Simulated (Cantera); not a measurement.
Standard-state values (1 bar) from the NASA 1993 polynomials, evaluated with Cantera. Values are per mole of reaction as written; species without (g) are pure solids or liquids, kept so even where they would boil at 1 bar.

Task: Between 1025 and 1125 K, where is each reaction favourable under standard conditions?
- Ba + 2 HBr(g) = 2 H(g) + BaBr2

Result: 
- Ba + 2 HBr(g) = 2 H(g) + BaBr2: ΔG° is -182 kJ at 1025 K and -177 kJ at 1125 K; it stays negative (K > 1). ΔH° is -231 kJ and ΔS° -48 J/K at 1125 K.
